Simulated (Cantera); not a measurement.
Input (Python, Cantera) and output of one run.

```python
import numpy as np
import cantera as ct

gas_names = [...]  # 87 gases of nasa_gas.yaml made of C, H, Si
cond_names = """
    C(gr) C6H6(L) C7H8(L) C8H18(L),n-octa Si(cr) Si(L) SiC(b)
""".split()


# ... load() reads the species with a 1 bar reference pressure and builds the phases ...
atoms = {
    'CH3SiH3': {'C': 1, 'H': 6, 'Si': 1},
    'CH4': {'C': 1, 'H': 4},
    'H2': {'H': 2},
}
top_T = {'C(gr)': 4500, 'SiC(b)': 3050}  # K; cautious upper limits of use, not melting points


# ... equilibrate(T, P, feed) seeds the gas with the atoms and calls Mixture.equilibrate('TP', solver="vcs", rtol=1e-11, max_steps=5000) ...
results = []
feed = {'CH3SiH3': 1, 'CH4': 1.3, 'H2': 7.6}  # mol
T = 2498  # K
P = 2900  # Pa
mix = equilibrate(T, P, feed)
results.append((T, P, feed, dict(zip(mix.species_names, mix.species_moles))))
x = sorted(zip(gas.X, gas.species_names), reverse=True)
print(f"T = {T:g} K  P = {P:g} Pa  gas = {mix.phase_moles(0):.4g} mol")
print("   x: " + "  ".join(f"{s} {v:.3e}" for v, s in x if v > 1e-05))
print("   condensed (mol): " + ("  ".join(f"{mix.phase(i).name} {mix.phase_moles(i):.4g}"
      for i in range(1, mix.n_phases) if mix.phase_moles(i) > 1e-12) or "none"))
```

Result:

```
T = 2498 K  P = 2900 Pa  gas = 15.01 mol
   x: H2 8.041e-01  H 1.312e-01  Si 3.845e-02  SiC2 9.917e-03  C2H2,acetylene 8.625e-03  Si2C 5.473e-03  SiH 1.556e-03  Si2 2.441e-04  SiH2 1.947e-04  C2H 1.007e-04  C4H2 3.821e-05  SiC 1.743e-05  C3 1.661e-05  Si3 1.006e-05
   condensed (mol): C(gr) 1.579  SiC(b) 0.07534
```

Cantera equilibrium calculation (NASA polynomials, part measured and part estimated; ideal gas, pure solids and liquids). The feed counts by its element totals alone. Gases not in the tables: Si2H6 and higher silanes.
